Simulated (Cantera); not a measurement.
What does this Cantera script print?

```python
import numpy as np
import cantera as ct

gas_names = [...]  # 113 gases of nasa_gas.yaml made of C, Cu, H, O
cond_names = """
    C(gr) C6H6(L) C7H8(L) C8H18(L),n-octa Cu(cr) Cu(L) CuO(s) CuO2H2(s) Cu2O(s) Cu2O(L) H2O(s) H2O(L)
""".split()


# ... load() reads the species with a 1 bar reference pressure and builds the phases ...
atoms = {
    'Cu2O': {'Cu': 2, 'O': 1},
    'CO': {'C': 1, 'O': 1},
    'CH4': {'C': 1, 'H': 4},
}
top_T = {'C(gr)': 4500, 'CuO(s)': 1390}  # K; cautious upper limits of use, not melting points


# ... equilibrate(T, P, feed) seeds the gas with the atoms and calls Mixture.equilibrate('TP', solver="vcs", rtol=1e-11, max_steps=5000) ...
results = []
T = 1350  # K
P = 160000  # Pa
for m in [0.33, 0.38, 0.45, 0.52, 0.61, 0.71, 0.83, 0.96, 1.1, 1.3, 1.5, 1.8]:
    feed = {'Cu2O': 1, 'CO': 2.3, 'CH4': m}  # mol
    mix = equilibrate(T, P, feed)
    results.append((T, P, feed, dict(zip(mix.species_names, mix.species_moles))))

top = {s: max(r[3][s] / sum(r[3][g] for g in gas_names) for r in results) for s in gas_names}
cols = sorted((s for s in top if top[s] > 0.001), key=lambda s: -top[s])[:5]
seen = [c for c in cond_names if any(r[3].get(c, 0) > 1e-12 for r in results)]
print("log10 of partial pressures in bar; condensed amounts in mol")
print(f"{'n(CH4)':>10s}" + "".join(f"{s[:9]:>10s}" for s in cols + seen))
for T, P, feed, n in results:
    ng = sum(n[g] for g in gas_names)
    print(f"{feed['CH4']:10.4g}" + "".join(f"{np.log10(max(n[s] / ng * P / 1e5, 1e-99)):10.3f}" for s in cols)
          + "".join(f"{n.get(c, 0):10.4g}" for c in seen))
```

It prints:

```
log10 of partial pressures in bar; condensed amounts in mol
    n(CH4)        CO        H2       CO2       H2O       CH4     C(gr)    Cu(cr)
      0.33     0.021    -0.649    -0.639    -1.016    -5.390         0         2
      0.38     0.022    -0.586    -0.712    -1.026    -5.191         0         2
      0.45     0.022    -0.513    -0.814    -1.056    -4.942         0         2
      0.52     0.021    -0.453    -0.921    -1.102    -4.719         0         2
      0.61     0.018    -0.390    -1.068    -1.183    -4.452         0         2
      0.71     0.013    -0.334    -1.254    -1.308    -4.161         0         2
      0.83     0.007    -0.279    -1.549    -1.542    -3.770         0         2
      0.96     0.000    -0.233    -2.208    -2.148    -3.031         0         2
       1.1    -0.019    -0.197    -2.574    -2.458    -2.633    0.1131         2
       1.3    -0.050    -0.155    -2.635    -2.447    -2.549    0.3112         2
       1.5    -0.078    -0.122    -2.692    -2.442    -2.482    0.5092         2
       1.8    -0.118    -0.082    -2.771    -2.441    -2.403    0.8058         2
```

Equilibrium computed with Cantera from the NASA thermochemical tables; the gas is ideal and each condensed phase is pure.
